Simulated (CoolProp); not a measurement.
Vapour-liquid equilibrium of CH2F2 (R32) (1) + R1234yf (2) at 288.1 K; x and y are mole fractions of (1).

Values from CoolProp's multi-fluid Helmholtz-energy mixture model, Tillner-Roth 1997 and Lemmon 2022; pair parameters Bell 2023.

```json
[
 {"x": "0.05", "bubble pressure (kPa)": "567.2", "y at the bubble point": "0.131", "dew pressure at overall composition x (kPa)": "530.2", "liquid density (mol/L)": "10.11"},
 {"x": "0.125", "bubble pressure (kPa)": "651.6", "y at the bubble point": "0.286", "dew pressure at overall composition x (kPa)": "564.1", "liquid density (mol/L)": "10.47"},
 {"x": "0.2", "bubble pressure (kPa)": "732.0", "y at the bubble point": "0.404", "dew pressure at overall composition x (kPa)": "602.1", "liquid density (mol/L)": "10.86"},
 {"x": "0.275", "bubble pressure (kPa)": "807.2", "y at the bubble point": "0.496", "dew pressure at overall composition x (kPa)": "644.9", "liquid density (mol/L)": "11.29"},
 {"x": "0.35", "bubble pressure (kPa)": "876.7", "y at the bubble point": "0.571", "dew pressure at overall composition x (kPa)": "693.3", "liquid density (mol/L)": "11.77"},
 {"x": "0.425", "bubble pressure (kPa)": "940.5", "y at the bubble point": "0.633", "dew pressure at overall composition x (kPa)": "748.2", "liquid density (mol/L)": "12.29"},
 {"x": "0.5", "bubble pressure (kPa)": "998.7", "y at the bubble point": "0.687", "dew pressure at overall composition x (kPa)": "810.6", "liquid density (mol/L)": "12.87"},
 {"x": "0.575", "bubble pressure (kPa)": "1052", "y at the bubble point": "0.735", "dew pressure at overall composition x (kPa)": "880.8", "liquid density (mol/L)": "13.51"},
 {"x": "0.65", "bubble pressure (kPa)": "1101", "y at the bubble point": "0.780", "dew pressure at overall composition x (kPa)": "958.4", "liquid density (mol/L)": "14.24"},
 {"x": "0.725", "bubble pressure (kPa)": "1146", "y at the bubble point": "0.823", "dew pressure at overall composition x (kPa)": "1041", "liquid density (mol/L)": "15.07"},
 {"x": "0.8", "bubble pressure (kPa)": "1187", "y at the bubble point": "0.867", "dew pressure at overall composition x (kPa)": "1122", "liquid density (mol/L)": "16.00"},
 {"x": "0.875", "bubble pressure (kPa)": "1225", "y at the bubble point": "0.913", "dew pressure at overall composition x (kPa)": "1194", "liquid density (mol/L)": "17.07"},
 {"x": "0.95", "bubble pressure (kPa)": "1259", "y at the bubble point": "0.963", "dew pressure at overall composition x (kPa)": "1251", "liquid density (mol/L)": "18.31"}
]
```

No azeotrope shows between x = 0.05 and 0.95.

Pair parameters are fitted to limited data, so mixtures are less certain than the pure fluids.
